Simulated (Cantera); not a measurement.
A Cantera script and its output.

```python
import numpy as np
import cantera as ct

gas = ct.Solution("gri30.yaml")
gas.TPX = 1900, 2666, {'NO': 1, 'N2': 1.5}
reactor = ct.IdealGasConstPressureReactor(gas, energy="off", clone=False)
net = ct.ReactorNet([reactor])
net.rtol, net.atol = 1e-08, 1e-18
show = ['NO', 'O2', 'NO2', 'O', 'N2O', 'N2']
times = np.geomspace(0.0006, 20, 14)

steps = ct.SolutionArray(gas, extra=["t"])
rows = []
print(f"{'t/s':>10s}{'T/K':>9s}{'P/Pa':>11s}" + "".join(f"{s:>11s}" for s in show))
for t in times:
    while net.time < t:
        t_next = net.step()
        steps.append(gas.state, t=t_next)
    rows.append([np.interp(t, steps.t, y) for y in (steps.T, steps.P, *steps(*show).X.T)])
    print(f"{t:10.3e}{rows[-1][0]:9.1f}{rows[-1][1]:11.4g}" + "".join(f"{x:11.3e}" for x in rows[-1][2:]))
rate = np.gradient(steps.T, steps.t)
print("integrator steps:", len(steps.t))
if steps.T.max() > steps.T[0] + 200:
    print(f"time of steepest temperature rise: {steps.t[rate.argmax()]:.4e} s")
gas.TPX = 1900, 2666, {'NO': 1, 'N2': 1.5}
gas.equilibrate("TP")
print(f"equilibrium (TP): T = {gas.T:.1f} K  " + "  ".join(f"{s} {gas[s].X[0]:.3e}" for s in show))
```

Output:

```
       t/s      T/K       P/Pa         NO         O2        NO2          O        N2O         N2
 6.000e-04   1900.0       2666  4.000e-01  4.053e-09  1.156e-08  1.386e-06  1.371e-06  6.000e-01
 1.337e-03   1900.0       2666  4.000e-01  2.021e-08  5.503e-08  3.096e-06  3.018e-06  6.000e-01
 2.978e-03   1900.0       2666  4.000e-01  1.016e-07  2.491e-07  6.946e-06  6.546e-06  6.000e-01
 6.636e-03   1900.0       2666  4.000e-01  5.288e-07  1.024e-06  1.579e-05  1.375e-05  6.000e-01
 1.478e-02   1900.0       2666  3.999e-01  3.014e-06  3.526e-06  3.678e-05  2.692e-05  6.000e-01
 3.294e-02   1900.0       2666  3.998e-01  1.948e-05  9.049e-06  8.393e-05  4.556e-05  6.000e-01
 7.339e-02   1900.0       2666  3.995e-01  1.147e-04  1.497e-05  1.497e-04  5.974e-05  6.001e-01
 1.635e-01   1900.0       2666  3.988e-01  4.433e-04  1.724e-05  1.781e-04  6.194e-05  6.005e-01
 3.643e-01   1900.0       2666  3.972e-01  1.228e-03  1.860e-05  1.870e-04  6.109e-05  6.013e-01
 8.117e-01   1900.0       2666  3.936e-01  3.011e-03  2.128e-05  2.039e-04  5.935e-05  6.031e-01
 1.808e+00   1900.0       2666  3.854e-01  7.119e-03  2.641e-05  2.374e-04  5.569e-05  6.072e-01
 4.029e+00   1900.0       2666  3.661e-01  1.672e-02  3.497e-05  2.995e-04  4.837e-05  6.168e-01
 8.977e+00   1900.0       2666  3.218e-01  3.882e-02  4.556e-05  4.047e-04  3.515e-05  6.389e-01
 2.000e+01   1900.0       2666  2.311e-01  8.406e-02  4.831e-05  5.572e-04  1.671e-05  6.842e-01
integrator steps: 521
equilibrium (TP): T = 1900.0 K  NO 5.603e-03  O2 1.967e-01  NO2 1.820e-06  O 8.152e-04  N2O 5.221e-08  N2 7.969e-01
```

Detailed kinetics in Cantera: GRI-Mech 3.0 (53 species, 325 reactions). Radical loss at walls, strong at low pressure, is not modelled.
